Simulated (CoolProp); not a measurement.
R11 along the isobar 4790 kPa: fugacity coefficient from the reference equation and from simpler models built on Tc = 471.1 K, pc = 4408 kPa, ω = 0.189; each cubic takes its own stable root.

The numbers come from the reference Helmholtz-energy equation of state, Jacobsen 1992 in CoolProp.

```csv
T (K),phase,reference,van der Waals,Redlich-Kwong,Soave-Redlich-Kwong
344.2,liquid,0.09314,0.2367,0.1209,0.09473
351.9,liquid,0.1109,0.2587,0.1413,0.1130
359.6,liquid,0.1308,0.2816,0.1635,0.1334
367.3,liquid,0.1528,0.3051,0.1876,0.1560
375,liquid,0.1770,0.3294,0.2135,0.1808
382.8,liquid,0.2037,0.3547,0.2415,0.2082
390.5,liquid,0.2321,0.3802,0.2707,0.2375
398.2,liquid,0.2626,0.4061,0.3014,0.2688
405.9,liquid,0.2951,0.4325,0.3334,0.3020
413.6,liquid,0.3294,0.4592,0.3666,0.3371
421.3,liquid,0.3653,0.4861,0.4008,0.3737
429.1,liquid,0.4033,0.5135,0.4362,0.4122
436.8,liquid,0.4420,0.5405,0.4716,0.4513
444.5,liquid,0.4817,0.5673,0.5073,0.4912
452.2,liquid,0.5220,0.5939,0.5428,0.5312
459.9,liquid,0.5624,0.6199,0.5778,0.5710
```
